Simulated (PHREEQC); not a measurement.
A made-up water analysis in mmol/kgw, 25 °C, pH 7.18, pe 2: Na 3.63; K 4e-07; Ca 0.116; Mg 0.128; Cl 2.85; S(6) 0.323; Alkalinity (meq/kgw) 0.506; Si 0.0403; Br 0.113; Sr 0.00191.

Na is adjusted to close the charge balance.
Valence states are taken as typed.

All values are PHREEQC results (ion-association model, phreeqc.dat), not measurements.

Task: The ionic strength comes out as 0.00464 mol/kgw. What activity coefficients do Ca+2, Sr+2, Na+, NaSO4-, Cl- get?

Result: Ca+2 0.75, Sr+2 0.75, Na+ 0.93, NaSO4- 0.93, Cl- 0.93.

No solid was allowed to form. Species that the database lacks are ignored.
